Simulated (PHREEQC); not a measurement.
0.012 g of hydrous ferric oxide (600 m²/g; 0.2 weak and 0.005 strong sites per Fe, Dzombak-Morel constants, diffuse double layer) in 1 kg of water with 0.005 mol/kgw of an inert sodium salt and 6.8e-08 mol/kgw Na2SO4 and 1.3e-05 mol/kgw MnCl2, at 25 °C; the pH is set by adding NaOH or the inert anion's acid. The system is closed to oxygen. The system is closed to CO2. No solid was allowed to form.

Equilibrium calculation in PHREEQC: ion-association model, wateq4f.dat.

| pH | S sorbed (%) | Mn sorbed (%) | surface charge σ (C/m²) | surface potential ψ (mV) |
|---|---|---|---|---|
| 3 | 99.9 | 0.0 | 0.301 | 215 |
| 3.67 | 99.8 | 0.0 | 0.220 | 203 |
| 4.33 | 99.3 | 0.0 | 0.147 | 183 |
| 5.67 | 69.9 | 0.0 | 0.051 | 129 |
| 6.33 | 16.6 | 0.7 | 0.027 | 97 |
| 7 | 1.4 | 4.0 | 0.013 | 64 |
| 7.67 | 0.1 | 11.1 | 0.005 | 30 |
| 8.33 | 0.0 | 38.4 | 0.002 | 10 |
| 9.67 | 0.0 | 89.4 | -0.003 | -17 |
| 10.33 | 0.0 | 96.7 | -0.006 | -35 |
| 11 | 0.0 | 98.7 | -0.012 | -57 |

The oxide is taken as insoluble; below pH 4 it would dissolve.
